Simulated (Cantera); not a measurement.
**Equilibrium for carbothermic reduction: MgO + CO + H₂**

A closed system holds: 1 mol MgO, 4.5 mol CO, 11 mol H₂, held at 1298.15 K and 0.133 bar.

Equilibrium computed with Cantera from the NASA thermochemical tables; the gas is ideal and each condensed phase is pure. Candidate condensed phases: C, C₆H₆, C₇H₈, C₈H₁₈, H₂O, Mg, MgCO₃, MgO, Mg(OH)₂; 116 gas species. Equilibrium is a limit: real reactors are often held back by kinetics, nucleation or transport.

The x(H₂) is 0.709, the x(CO) comes out as 0.290 and the x(CH₄) is 0.000409. The x(H₂O) comes out as 0.000332 and the x(CO₂) comes out as 7.74e-5. The x(H) comes out as 2.48e-6 and the n(MgO(s)) comes out as 1.000 mol. The gas amount is 15.49 mol. The log10 activity of C(graphite) (absent) comes out as -0.12. The log10 activity of Mg(l) (absent) is -8.05.
